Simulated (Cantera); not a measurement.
Feed: 1 mol Fe2O3, 7.4 mol C, 13 mol N2, equilibrated at 2152 °C and 21.0 Pa.

Equilibrium computed with Cantera from the NASA thermochemical tables; the gas is ideal and each condensed phase is pure. Candidate condensed phases: C, Fe, Fe(CO)5, FeO, Fe2O3, Fe3O4; 27 gas species. Kinetics and transport are ignored.

Base state: N2 0.719, CO 0.166, Fe 0.111, CN 0.00317, C3 0.000710, C 0.000274, C2 6.45e-5, C2N2 3.51e-5 (mole fractions); condensed: C(graphite).

Problem. What changes in the equilibrium state with this change: temperature from 2152 °C to 1327 °C?

Solution. 
| species | before | after |
|---|---|---|
| N2 | 0.719 | 0.808 |
| CO | 0.166 | 0.187 |
| Fe | 0.111 | 0.00522 |
| C3 | 0.000710 | <1e-9 |
| C | 0.000274 | <1e-9 |
| C(graphite), mol | 4.30 | 4.40 |
| Fe(γ), mol | 0 | 1.92 |
Iron dissolves carbon and melts from about 1420 K in contact with it, which pure phases cannot show. Condensed phases not in the tables: cementite and carbon dissolved in iron.

Problem. What changes in the equilibrium state with this change: Fe2O3 replaced by CuO?

Solution. 
| species | before | after |
|---|---|---|
| N2 | 0.719 | 0.862 |
| CO | 0.166 | 0.0665 |
| Cu | 0 | 0.0665 |
| Fe | 0.111 | 0 |
| C2N2 | 3.51e-5 | 4.21e-5 |
| CN | 0.00317 | 0.00347 |
| C | 0.000274 | 0.000274 |
| C2 | 6.45e-5 | 6.45e-5 |
| C3 | 0.000710 | 0.000710 |
| C(graphite), mol | 4.30 | 6.31 |
Further candidate phases: Cu, CuO, Cu2O.

Problem. What changes in the equilibrium state with this change: temperature from 2152 °C to 1002 °C?

Solution. 
```json
[
 {"species": "N2", "before": "0.719", "after": "0.812"},
 {"species": "CO", "before": "0.166", "after": "0.187"},
 {"species": "Fe", "before": "0.111", "after": "2.51e-6"},
 {"species": "CN", "before": "0.00317", "after": "<1e-9"},
 {"species": "C3", "before": "0.000710", "after": "<1e-9"},
 {"species": "C", "before": "0.000274", "after": "<1e-9"},
 {"species": "C2", "before": "6.45e-5", "after": "<1e-9"},
 {"species": "C2N2", "before": "3.51e-5", "after": "<1e-9"},
 {"species": "C(graphite), mol", "before": "4.30", "after": "4.40"},
 {"species": "Fe(γ), mol", "before": "0", "after": "2.00"}
]
```
Condensed phases not in the tables: cementite and carbon dissolved in iron.
